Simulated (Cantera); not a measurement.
## TiO2 + H2 + H2O (hydrogen reduction and annealing atmospheres)

Charge: 1 mol TiO2, 0.88 mol H2, 2.8 mol H2O, equilibrated at 101000 Pa.

Equilibrium computed with Cantera from the NASA thermochemical tables; the gas is ideal and each condensed phase is pure. Candidate condensed phases: H2O, Ti, TiO, TiO2, Ti2O3, Ti3O5, Ti4O7; 12 gas species. Gases not in the tables: TiO(OH)2. Equilibrium is a limit: real reactors are often held back by kinetics, nucleation or transport.

From 750 °C to 1850 °C the condensed part is TiO2(rutile). At 1950 °C the condensed part is TiO2(l).

```
T (°C)  x H2O   x H2       x H      x OH      x O2       x O    x TiO2  n TiO2(rutile)  n TiO2(l)
------  -----  -----  --------  --------  --------  --------  --------  --------------  ---------
750     0.761  0.239   2.01e-9  1.68e-11    <1e-12    <1e-12    <1e-12            1.00          0
850     0.761  0.239   2.07e-8  3.39e-10    <1e-12    <1e-12    <1e-12            1.00          0
950     0.761  0.239   1.46e-7   4.19e-9    <1e-12    <1e-12    <1e-12            1.00          0
1050    0.761  0.239   7.70e-7   3.55e-8    <1e-12    <1e-12    <1e-12            1.00          0
1150    0.761  0.239   3.23e-6   2.23e-7  4.08e-12  2.70e-12    <1e-12            1.00          0
1250    0.761  0.239   1.12e-5   1.10e-6  6.55e-11  4.44e-11  2.09e-12            1.00          0
1350    0.761  0.239   3.36e-5   4.47e-6  7.50e-10  5.17e-10  4.18e-11            1.00          0
1450    0.761  0.239   8.86e-5   1.55e-5   6.48e-9   4.55e-9  5.85e-10            1.00          0
1550    0.761  0.239  0.000210   4.66e-5   4.43e-8   3.15e-8   6.09e-9            1.00          0
1650    0.761  0.239  0.000457  0.000125   2.48e-7   1.79e-7   4.93e-8            1.00          0
1750    0.760  0.239  0.000922  0.000306   1.17e-6   8.58e-7   3.23e-7           1.000          0
1850    0.759  0.238   0.00174  0.000685   4.81e-6   3.55e-6   1.76e-6           1.000          0
1950    0.758  0.238   0.00310   0.00143   1.73e-5   1.29e-5   6.97e-6               0      1.000
```
x: gas mole fraction; n: condensed amount in mol.
